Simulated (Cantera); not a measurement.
Feed: 1 mol Si3N4, 0.21 mol N2O, 21 mol N2, equilibrated at 0.0150 bar.

Cantera equilibrium calculation (NASA polynomials, part measured and part estimated; ideal gas, pure solids and liquids). Candidate condensed phases: Si, SiO2, Si2N2O, Si3N4; 16 gas species. Mutual solubility and eutectic melting of coexisting phases are not modelled. Kinetics and transport are ignored.

Problem. Which condensed phases are stable at each of these points (T (K)): 925, 1025, 1125, 1225, 1325, 1425, 1525, 1625, 1725, 1825, 1925, 2025, 2125?

Solution. 
| T (K) | condensed phases | Si condensed (%) |
|---|---|---|
| 925 | Si2N2O(s) + Si3N4(s) | 100.0 |
| 1025 | Si2N2O(s) + Si3N4(s) | 100.0 |
| 1125 | Si2N2O(s) + Si3N4(s) | 100.0 |
| 1225 | Si2N2O(s) + Si3N4(s) | 100.0 |
| 1325 | Si2N2O(s) + Si3N4(s) | 100.0 |
| 1425 | Si2N2O(s) + Si3N4(s) | 100.0 |
| 1525 | Si2N2O(s) + Si3N4(s) | 100.0 |
| 1625 | Si2N2O(s) + Si3N4(s) | 99.8 |
| 1725 | Si2N2O(s) + Si3N4(s) | 97.5 |
| 1825 | Si3N4(s) | 92.8 |
| 1925 | Si(l) | 91.9 |
| 2025 | Si(l) | 89.5 |
| 2125 | Si(l) | 82.8 |

From 925 K to 1725 K the condensed part is Si2N2O(s) + Si3N4(s). At 1825 K the condensed part is Si3N4(s). From 1925 K to 2125 K the condensed part is Si(l).
